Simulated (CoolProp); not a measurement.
Vapour-liquid equilibrium of R22 (1) + R114 (2) at 1.26 MPa; x and y are mole fractions of (1).

Values from CoolProp's multi-fluid Helmholtz-energy mixture model, Kamei 1995 and Platzer 1990; pair parameters Bell 2016. This equation is an older, rougher fit; its heat capacities, sound speeds and derivatives of the liquid may be far off and weren't checked against measurements.

Q: Give the bubble temperature and the first vapour's composition at x = 0.25, 0.45, 0.55. Is there an azeotrope?

A: x = 0.25: 338.5 K, y = 0.525; x = 0.45: 326.0 K, y = 0.712; x = 0.55: 321.3 K, y = 0.779. No azeotrope shows between x = 0.05 and 0.95.

The pair parameters rest on a limited set of measurements; away from them the model extrapolates.
